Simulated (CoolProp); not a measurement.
Carbon dioxide along the isobar 41.8 MPa: fugacity coefficient from the reference equation and from simpler models built on Tc = 304.1 K, pc = 7.377 MPa, ω = 0.224; each cubic takes its own stable root.

The numbers come from the reference Helmholtz-energy equation of state, Span 1996 in CoolProp.

| T (K) | phase | reference | van der Waals | Redlich-Kwong | Soave-Redlich-Kwong | Peng-Robinson |
|---|---|---|---|---|---|---|
| 255.9 | liquid | 0.09001 | 0.1987 | 0.1138 | 0.09685 | 0.08643 |
| 280.4 | liquid | 0.1534 | 0.2562 | 0.1782 | 0.1662 | 0.1485 |
| 304.9 | supercritical | 0.2316 | 0.3158 | (withheld) | 0.2526 | 0.2261 |
| 329.4 | supercritical | 0.3190 | 0.3757 | 0.3306 | 0.3496 | 0.3139 |
| 353.9 | supercritical | 0.4096 | (withheld) | 0.4096 | 0.4501 | 0.4055 |
| 378.4 | supercritical | 0.4981 | 0.4913 | 0.4855 | 0.5479 | 0.4953 |
| 402.9 | supercritical | (withheld) | 0.5450 | 0.5561 | 0.6382 | 0.5791 |
| 427.5 | supercritical | 0.6549 | 0.5955 | 0.6203 | 0.7191 | 0.6550 |
| 452 | supercritical | 0.7200 | 0.6420 | 0.6773 | 0.7891 | 0.7218 |
| 476.5 | supercritical | (withheld) | 0.6845 | 0.7273 | 0.8491 | 0.7798 |
| 501 | supercritical | 0.8246 | (withheld) | (withheld) | 0.9000 | 0.8298 |
| 525.5 | supercritical | 0.8659 | 0.7579 | 0.8090 | 0.9429 | 0.8728 |
| 550 | supercritical | 0.9011 | 0.7892 | 0.8419 | 0.9789 | 0.9095 |

### Question
Complete the blanks.

### Answer

- 304.9, Redlich-Kwong: 0.2521
- 353.9, van der Waals: 0.4346
- 402.9, reference: 0.5805
- 476.5, reference: 0.7763
- 501, van der Waals: 0.7231
- 501, Redlich-Kwong: 0.7710
